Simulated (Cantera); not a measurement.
**Adiabatic ignition**

An adiabatic, constant-pressure homogeneous reactor starts with CH₄ : CO : O₂ : N₂ = 1 : 0.13 : 0.983 : 3.7 (molar parts), at 1273 K and 5.00 bar.

Cantera simulation using GRI-Mech 3.0 (53 species, 325 reactions); the numbers are that mechanism's predictions, not measurements.

| t (s) | T (K) | x CH₄ | x CO | x O₂ | x H | x OH |
|---|---|---|---|---|---|---|
| 1.00e-6 | 1273 | 0.172 | 0.0224 | 0.169 | 7.05e-11 | 1.63e-10 |
| 2.56e-6 | 1273 | 0.172 | 0.0224 | 0.169 | 8.07e-11 | 2.09e-10 |
| 6.54e-6 | 1273 | 0.172 | 0.0224 | 0.169 | 1.09e-10 | 3.40e-10 |
| 1.67e-5 | 1273 | 0.172 | 0.0224 | 0.169 | 2.00e-10 | 7.31e-10 |
| 4.28e-5 | 1273 | 0.172 | 0.0224 | 0.169 | 5.32e-10 | 1.88e-9 |
| 0.000109 | 1273 | 0.172 | 0.0224 | 0.169 | 1.68e-9 | 4.61e-9 |
| 0.000280 | 1273 | 0.172 | 0.0224 | 0.169 | 3.49e-9 | 8.05e-9 |
| 0.000715 | 1274 | 0.172 | 0.0224 | 0.169 | 5.23e-9 | 1.08e-8 |
| 0.00183 | 1276 | 0.171 | 0.0224 | 0.169 | 1.14e-8 | 1.93e-8 |
| 0.00468 | 1293 | 0.168 | 0.0229 | 0.166 | 6.96e-8 | 8.62e-8 |
| 0.0120 | 2310 | 1.16e-9 | 0.146 | 5.09e-7 | 0.00189 | 0.000222 |
| 0.0306 | 2310 | 1.08e-9 | 0.146 | 5.12e-7 | 0.00189 | 0.000223 |
| 0.0782 | 2310 | 1.08e-9 | 0.146 | 5.13e-7 | 0.00189 | 0.000223 |
| 0.200 | 2310 | 1.07e-9 | 0.146 | 5.13e-7 | 0.00189 | 0.000223 |
x: mole fraction; the columns are a selection and need not sum to one.

| Quantity | Result |
|---|---|
| time of steepest temperature rise | 7.25 ms |
| temperature at 0.200 s | 2310 K |
| equilibrium temperature | 2310 K |
| x(CH₄) at 0.200 s | 1.07e-9 (gas-phase equilibrium 1.22e-9) |
| x(CO) at 0.200 s | 0.146 (gas-phase equilibrium 0.146) |
| x(O₂) at 0.200 s | 5.13e-7 (gas-phase equilibrium 5.13e-7) |
